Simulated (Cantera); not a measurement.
**Stirred combustor or abatement burner**

A perfectly stirred reactor is fed with CH3OH : O2 : N2 : H2O = 1 : 2.42 : 9.1 : 1.2 (molar parts), at 10.0 bar; it is adiabatic with a 700 K inlet, and is followed from long to short residence time, starting on the burning branch (τ in s: 0.19, 0.078, 0.032, 0.013, 0.0053, 0.0022, 0.00089, 0.00036, 0.00015, 6.1e-05, 2.5e-05).

Cantera simulation using GRI-Mech 3.0 (53 species, 325 reactions); the numbers are that mechanism's predictions, not measurements. GRI-Mech 3.0 was tuned for natural gas; its chemistry of methanol as a main component is partial and can be far from experiment.

| τ (s) | T (K) | x CH3OH | x O2 | x H2O | x NO2 | x CH2 | x CO |
|---|---|---|---|---|---|---|---|
| 0.19 | 1936 | 2.58e-7 | 0.0644 | 0.224 | 7.42e-7 | 2.08e-10 | 8.38e-5 |
| 0.078 | 1936 | 6.15e-7 | 0.0645 | 0.224 | 3.39e-7 | 4.95e-10 | 0.000107 |
| 0.032 | 1935 | 1.43e-6 | 0.0645 | 0.224 | 1.69e-7 | 1.14e-9 | 0.000160 |
| 0.013 | 1934 | 3.23e-6 | 0.0645 | 0.224 | 9.95e-8 | 2.52e-9 | 0.000277 |
| 0.0053 | 1931 | 6.87e-6 | 0.0646 | 0.224 | 7.31e-8 | 5.16e-9 | 0.000513 |
| 0.0022 | 1926 | 1.38e-5 | 0.0648 | 0.224 | 6.48e-8 | 9.70e-9 | 0.000960 |
| 0.00089 | 1917 | 2.74e-5 | 0.0652 | 0.223 | 6.13e-8 | 1.76e-8 | 0.00183 |
| 0.00036 | 1901 | 5.45e-5 | 0.0661 | 0.222 | 5.40e-8 | 3.15e-8 | 0.00352 |
| 0.00015 | 1872 | 0.000111 | 0.0678 | 0.221 | 4.08e-8 | 5.78e-8 | 0.00677 |
| 6.1e-5 | 1801 | 0.000296 | 0.0728 | 0.219 | 2.42e-8 | 1.10e-7 | 0.0153 |
| 2.5e-5 | 700 | 0.0729 | 0.176 | 0.0875 | <1e-12 | <1e-12 | <1e-12 |
x: mole fraction; the columns are a selection and need not sum to one.
